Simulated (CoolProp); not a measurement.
R236EA along the isotherm 138.85 °C: fugacity coefficient from the reference equation and from simpler models built on Tc = 139.3 °C, pc = 3414 kPa, ω = 0.368; each cubic takes its own stable root.

The numbers come from the reference Helmholtz-energy equation of state, Rui 2013 in CoolProp.

| p (kPa) | phase | reference |
|---|---|---|
| 462 | gas | 0.9536 |
| 923 | gas | 0.9080 |
| 1380 | gas | 0.8634 |
| 1850 | gas | 0.8177 |
| 2310 | gas | 0.7730 |
| 2770 | gas | 0.7275 |
| 3230 | gas | 0.6797 |
| 3690 | liquid | 0.6176 |
| 4150 | liquid | 0.5623 |
| 4620 | liquid | 0.5169 |
| 5080 | liquid | 0.4805 |
| 5540 | liquid | 0.4501 |
| 6000 | liquid | 0.4244 |

Task: How far does each simpler model (van der Waals, Redlich-Kwong, Soave-Redlich-Kwong, Peng-Robinson) lie from the reference over these 13 states: mean and median of the absolute difference, and the worst?

Result: 
- van der Waals: mean 5.8 %, median 5.0 %, worst +12.0 % at 138.85 °C and 6000 kPa
- Redlich-Kwong: mean 1.5 %, median 0.8 %, worst +3.9 % at 138.85 °C and 6000 kPa
- Soave-Redlich-Kwong: mean 1.4 %, median 0.7 %, worst +3.8 % at 138.85 °C and 6000 kPa
- Peng-Robinson: mean 1.7 %, median 1.7 %, worst -2.6 % at 138.85 °C and 3230 kPa
